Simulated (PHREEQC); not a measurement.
Make-up at 25 °C: 0.0042 mol Cu(NO3)2, 0.26 mol HCl and 0.016 mol FeCl3 per kg of water. Closed to the air; pH follows from the charge balance.

Computed with PHREEQC (ion-association model, phreeqc.dat).

Question: The ionic strength comes out as 0.324 mol/kgw. What activity coefficients do FeCl2+, Cl-, H+, Cu+2, FeCl+2 get?

Answer: FeCl2+ 0.71, Cl- 0.68, H+ 0.78, Cu+2 0.28, FeCl+2 0.25.

This is a speciation only: nothing precipitates in the calculation. Examples of supersaturated solids here: Hematite (slow to form). Others may be too.
